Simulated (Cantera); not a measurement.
A closed system holds: 1 mol Ti, 1.5 mol CH4, 18 mol O2, at 1150 K and 6000 Pa.

Method: chemical equilibrium by Gibbs-energy minimisation in Cantera with the NASA 1993 tables (ideal gas, pure condensed phases). Candidate condensed phases: C, C6H6, C7H8, C8H18, H2O, Ti, TiC, TiO, TiO2, Ti2O3, Ti3O5, Ti4O7; 113 gas species. Rates play no part.

Base state: O2 0.757, H2O 0.162, CO2 0.0811 (mole fractions); condensed: TiO2(rutile).

Task: What changes in the equilibrium state with this change: temperature from 1150 K to 1700 K?

Result: 
```
species             before     after
-----------------  -------  --------
O2                   0.757     0.756
H2O                  0.162     0.161
CO2                 0.0811    0.0810
OH                 5.22e-6   0.00129
CO                 1.94e-9   2.61e-5
O                  2.95e-8  0.000159
H2                 3.27e-9   1.52e-5
TiO2(rutile), mol     1.00      1.00
```
